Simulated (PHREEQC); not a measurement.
Spent oxide etchant (model solution)

Dissolve 31 mmol/kgw NH4HF2, 21 mmol/kgw (NH4)2SiF6, 0.14 mmol/kgw H3BO3 and 38 mmol/kgw HCl at 25 °C. Closed to the air; pH follows from the charge balance.

All values are PHREEQC results (ion-association model, phreeqc.dat), not measurements.

Each row changes one thing in this solution. This is a speciation only: nothing precipitates in the calculation.

| case | pH | ionic strength (mol/kgw) | HF (mol/kgw) | F- (mol/kgw) | HF2- (mol/kgw) | BF3OH- (mol/kgw) | SI of Quartz (SiO2) |
|---|---|---|---|---|---|---|---|
| as made | 1.98 | 0.107 | 0.0548 | 0.00469 | 0.000984 | 9.09e-7 | -5.71 |
| NH4HF2 from 0.031 to 0.155 mol/kgw | 2.71 | 0.220 | 0.147 | 0.0765 | 0.0428 | … | -9.94 |
| (NH4)2SiF6 from 0.021 to 0.0021 mol/kgw | 1.98 | 0.0497 | 0.0553 | 0.00434 | … | 9.14e-7 | -6.59 |
| H3BO3 from 0.00014 to 0.0014 mol/kgw | 1.96 | 0.107 | 0.0506 | 0.00416 | 0.000807 | 9.82e-6 | -5.47 |
| temperature from 25 to 15 °C | 1.96 | 0.107 | 0.0542 | 0.00526 | 0.000997 | 7.61e-7 | -6.35 |

### Question
What belongs in the gaps?

### Answer

- NH4HF2 from 0.031 to 0.155 mol/kgw, BF3OH- (mol/kgw): 3.29e-7
- (NH4)2SiF6 from 0.021 to 0.0021 mol/kgw, HF2- (mol/kgw): 0.000919

SiF6-2 is the database's only silicon fluoride. Real BF4- forms and hydrolyses slowly; the run takes it at equilibrium.
